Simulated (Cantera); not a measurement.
Feed: 1 mol CuO, 1.6 mol CH4, 0.62 mol CO, at 13.0 Pa.

These are equilibrium values from Cantera (NASA tables, ideal gas, pure condensed phases), not measurements of a reactor. Candidate condensed phases: C, C6H6, C7H8, C8H18, Cu, CuO, Cu(OH)2, Cu2O, H2O; 113 gas species. Kinetics and transport are ignored. All values below are at 1150 °C.

Base state: H2 0.653, CO 0.331, Cu 0.0161, H 0.000471 (mole fractions); condensed: C(graphite) + Cu(l).

**Question.** What changes in the equilibrium state with this change: CH4 from 1.6 to 0.64 mol?

**Answer.** 
| species | before | after |
|---|---|---|
| CO | 0.331 | 0.442 |
| H2 | 0.653 | 0.402 |
| H2O | 8.66e-8 | 0.0938 |
| CO2 | 1.94e-8 | 0.0456 |
| Cu | 0.0161 | 0.0161 |
| H | 0.000471 | 0.000369 |
| C(graphite), mol | 0.600 | 0 |
| Cu(l), mol | 0.921 | 0.958 |
